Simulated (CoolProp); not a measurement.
The numbers come from the reference Helmholtz-energy equation of state, de Reuck 1990 in CoolProp.

For fluorine, give the phase and the cv (kJ/(kg K)) at 113.5 K and 4.35 bar; 244.1 K and 4.35 bar; 262.7 K and 4.35 bar.


- 113.5 K and 4.35 bar: gas; cv 0.582
- 244.1 K and 4.35 bar: gas; cv 0.581
- 262.7 K and 4.35 bar: gas; cv 0.589
